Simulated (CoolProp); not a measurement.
A single-stage vapour-compression cycle with R21: evaporating at 258.15 K (dew point), condensing at 312.15 K (bubble point), superheat 5 K, subcooling 0 K, compressor efficiency 0.85, no pressure losses. Each further row changes one setting.

Computed with CoolProp (reference Helmholtz-energy equation of state, Platzer 1990). This equation is an older, rougher fit; its heat capacities, sound speeds and derivatives of the liquid may be far off and weren't checked against measurements.

```json
[
 {"case": "as stated", "cooling COP": "3.41", "pressure ratio": "7.89", "discharge temperature (K)": "364.0", "refrigerating effect (kJ/kg)": "199", "volumetric capacity (kJ/m³)": "345"},
 {"case": "evaporating temperature 263.15 K", "cooling COP": "3.90", "pressure ratio": "6.25", "discharge temperature (K)": "358.0", "refrigerating effect (kJ/kg)": "201", "volumetric capacity (kJ/m³)": "434"},
 {"case": "condensing temperature 307.15 K", "cooling COP": "3.82", "pressure ratio": "6.75", "discharge temperature (K)": "355.8", "refrigerating effect (kJ/kg)": "204", "volumetric capacity (kJ/m³)": "354"},
 {"case": "subcooling 5 K", "cooling COP": "3.50", "pressure ratio": "7.89", "discharge temperature (K)": "364.0", "refrigerating effect (kJ/kg)": "204", "volumetric capacity (kJ/m³)": "354"},
 {"case": "superheat 15 K", "cooling COP": "3.38", "pressure ratio": "7.89", "discharge temperature (K)": "375.6", "refrigerating effect (kJ/kg)": "204", "volumetric capacity (kJ/m³)": "341"},
 {"case": "compressor efficiency 0.75", "cooling COP": "3.01", "pressure ratio": "7.89", "discharge temperature (K)": "375.3", "refrigerating effect (kJ/kg)": "199", "volumetric capacity (kJ/m³)": "345"}
]
```
